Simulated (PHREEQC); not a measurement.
0.029 g of hydrous ferric oxide (600 m²/g; 0.2 weak and 0.005 strong sites per Fe, Dzombak-Morel constants, diffuse double layer) in 1 kg of water with 0.01 mol/kgw of an inert sodium salt and 2.3e-05 mol ZnSO4, at 25 °C; the pH is set by adding NaOH or the inert anion's acid. O2 is buffered at 0.21 atm. The system is closed to CO2. Nothing may precipitate in this run.

Base run: PHREEQC, ion-association model, wateq4f.dat. Each further column changes one thing. The table gives Zn sorbed (%).

| pH | base | no electrostatic term (-no_edl) | background salt from 0.01 to 0.001 mol/kgw | oxide from 0.029 to 0.15 g/kgw | 0.00016 mol/kgw CaCl2 added |
|---|---|---|---|---|---|
| 4 | 0.0 | 0.0 | 0.0 | 0.0 | 0.0 |
| 4.67 | 0.1 | 0.1 | 0.1 | 0.3 | 0.1 |
| 5.33 | 1.1 | 1.9 | 1.4 | 4.1 | 1.1 |
| 6 | 5.5 | 8.2 | 5.9 | 24.0 | 5.5 |
| 6.67 | 13.4 | 32.0 | 14.3 | 52.7 | 13.3 |
| 7.33 | 43.1 | 79.8 | 44.7 | 90.0 | 43.0 |
| 8 | 79.5 | 95.6 | 80.5 | 99.3 | 79.4 |
| 8.67 | 93.6 | 96.8 | 93.8 | 99.9 | 92.9 |
| 9.33 | 94.9 | 83.9 | 95.2 | 99.9 | 87.8 |
| 10 | 94.0 | 31.8 | 95.0 | 99.9 | 54.0 |
| 10.67 | 91.2 | 7.6 | 93.7 | 99.8 | 13.0 |
| 11.33 | 81.9 | 1.1 | 87.5 | 99.5 | 3.6 |
| 12 | 48.1 | 0.0 | 55.9 | 93.6 | 0.2 |

 In at least one series the solution becomes supersaturated in solids that the run did not let form, among them Zn(OH)2-e.
